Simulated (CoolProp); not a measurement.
Vapour-liquid equilibrium of cyclohexane (1) + toluene (2) at 394.3 K; x and y are mole fractions of (1).

The numbers come from the multi-fluid Helmholtz-energy mixture model, Zhou 2014 and Lemmon 2006; pair parameters Bell 2016 in CoolProp.

```tsv
x	bubble pressure (MPa)	y at the bubble point	dew pressure at overall composition x (MPa)	liquid density (mol/L)
0.05	0.1469	0.120	0.1401	8.319
0.15	0.1683	0.304	0.1501	8.284
0.25	0.1878	0.440	0.1615	8.249
0.35	0.2057	0.548	0.1745	8.215
0.45	0.2221	0.637	0.1893	8.182
0.55	0.2373	0.713	0.2060	8.151
0.65	0.2516	0.781	0.2247	8.122
0.75	0.2650	0.845	0.2450	8.096
0.85	0.2779	0.907	0.2661	8.072
0.95	0.2902	0.968	0.2866	8.051
```

No azeotrope shows between x = 0.05 and 0.95.

The pair parameters rest on a limited set of measurements; away from them the model extrapolates.
